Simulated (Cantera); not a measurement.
Mixture: CH₄ : O₂ : N₂ = 1 : 3.45 : 13 (molar parts), at 10.0 bar, adiabatic and at constant volume. Ignition delay is the time to a rise of 400 K.

Model: GRI-Mech 3.0 (53 species, 325 reactions), integrated in Cantera.

Task: What does this change do: constant pressure in place of constant volume?

Result: 
```csv
quantity,before,after
delay at 1000 K,70.2 ms,72.3 ms
delay at 1200 K,3.60 ms,3.75 ms
delay at 1400 K,0.380 ms,0.401 ms
delay at 1600 K,60.8 µs,64.7 µs
delay at 1800 K,14.1 µs,15.1 µs
apparent activation energy between 1600 and 1800 K,170 kJ/mol,170 kJ/mol
```

Task: What does this change do: O2 3.45 to 1.2 parts?

Result: 
```json
[
 {"quantity": "delay at 1000 K", "before": "70.2 ms", "after": "0.245 s"},
 {"quantity": "delay at 1200 K", "before": "3.60 ms", "after": "16.8 ms"},
 {"quantity": "delay at 1400 K", "before": "0.380 ms", "after": "1.86 ms"},
 {"quantity": "delay at 1600 K", "before": "60.8 µs", "after": "0.239 ms"},
 {"quantity": "delay at 1800 K", "before": "14.1 µs", "after": "39.8 µs"},
 {"quantity": "apparent activation energy between 1600 and 1800 K", "before": "170 kJ/mol", "after": "210 kJ/mol"}
]
```

Task: What does this change do: O2 3.45 to 2.5 parts?

Result: 
```tsv
quantity	before	after
delay at 1000 K	70.2 ms	97.7 ms
delay at 1200 K	3.60 ms	5.50 ms
delay at 1400 K	0.380 ms	0.583 ms
delay at 1600 K	60.8 µs	87.2 µs
delay at 1800 K	14.1 µs	18.3 µs
apparent activation energy between 1600 and 1800 K	170 kJ/mol	190 kJ/mol
```
